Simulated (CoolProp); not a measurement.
Vapour-liquid equilibrium of CF4 (R14) (1) + CHF3 (R23) (2) at 146 kPa; x and y are mole fractions of (1).

Values from CoolProp's multi-fluid Helmholtz-energy mixture model, Platzer 1990 and Penoncello 2003; pair parameters Bell 2016. This equation is an older, rougher fit; its heat capacities, sound speeds and derivatives of the liquid may be far off and weren't checked against measurements.

Q: Give the bubble temperature and the first vapour's composition at x = 0.05, 0.5, 0.95. Is there an azeotrope?

A: x = 0.05: -96.5 °C, y = 0.726; x = 0.5: -120.4 °C, y = 0.967; x = 0.95: -122.1 °C, y = 0.988. No azeotrope shows between x = 0.05 and 0.95.

The pair parameters rest on a limited set of measurements; away from them the model extrapolates. With so large a gap from Raoult's law the liquid may split in two, which this calculation doesn't test in full.
